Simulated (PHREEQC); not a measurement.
Consider water at 61 °C with 40 mmol/kgw ZnCl2, 0.092 mmol/kgw KCl and 0.057 mmol/kgw FeSO4. Closed to the air; pH follows from the charge balance.

Equilibrium calculation in PHREEQC: ion-association model, phreeqc.dat.

**Question.** The ionic strength comes out as 0.102 mol/kgw. What activity coefficients do FeCl+, Zn+2, K+, ZnOH+, Cl- get?

**Answer.** FeCl+ 0.77, Zn+2 0.35, K+ 0.75, ZnOH+ 0.77, Cl- 0.75.

No solid was allowed to form. Species that the database lacks are ignored. Constants without temperature data keep their 25 °C values here.
